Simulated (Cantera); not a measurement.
An isothermal, constant-pressure homogeneous reactor starts with 27.0 % C2H6, 73.0 % N2, at 1248 K and 0.0133 bar.

Cantera simulation using GRI-Mech 3.0 (53 species, 325 reactions); the numbers are that mechanism's predictions, not measurements. GRI-Mech 3.0 stops at C3 and has no aromatics, soot or wall deposition, so with more carbon than oxygen in the feed, carbon stays in small species such as C2H2 where larger ones or solid carbon would form. Radical loss at walls, strong at low pressure, is not modelled.

One state of this run: x C2H6 = 0.226; x C2H4 = 0.0300; x CH4 = 0.00774; x CH2 = 8.19e-8; x H = 1.88e-5; x H2 = 0.0274. x: mole fraction; the columns are a selection and need not sum to one.

Task: Which value of t (s) does it belong to?
(A) 0.162
(B) 0.0151
(C) 61.1
(D) 0.0494

Result: B, 0.0151
